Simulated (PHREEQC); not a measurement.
1 kg of water holding 0.022 mol/kgw NaCl, 0.03 mol/kgw MgSO4 and 0.18 mol/kgw K2SO4 is evaporated at 25 °C; the solids stay in contact with the brine. No CO2 enters from the air. Solids allowed: Arcanite, Bischofite, Bloedite, Brucite, Carnallite, Epsomite, Glaserite, Halite, Hexahydrite, Kainite, Kieserite, Leonite, Mirabilite, Misenite, Schoenite, Sylvite, Thenardite, MgCl2_4H2O. Others were left out.

Computed with PHREEQC (Pitzer model, pitzer.dat).

| water left (kg) | ionic strength | water activity | Arcanite (mol) | Schoenite (mol) | Glaserite (mol) |
|---|---|---|---|---|---|
| 1 | 0.682 | 0.992 | 0 | 0 | 0 |
| 0.5552 | 1.23 | 0.986 | 0 | 0 | 0 |
| 0.2533 | 2.55 | 0.972 | 0.0123 | 0 | 0 |
| 0.1407 | 3.05 | 0.968 | 0.0843 | 0 | 0 |
| 0.06418 | 4.36 | 0.956 | 0.134 | 0 | 0 |
| 0.03564 | 6.22 | 0.936 | 0.153 | 0 | 0 |
| 0.01915 | 8.27 | 0.902 | 0.155 | 0.00583 | 0.00292 |
| 0.006685 | 7.64 | 0.846 | 0.130 | 0.0217 | 0.0151 |
| 0.002129 | 8.88 | 0.761 | 0.116 | 0.0267 | 0.0196 |

Arcanite from water left = 0.2533 kg; Glaserite from water left = 0.01915 kg; Schoenite from water left = 0.01915 kg; Sylvite from water left = 0.00343 kg.

Complexes and solids missing from the database can't appear.
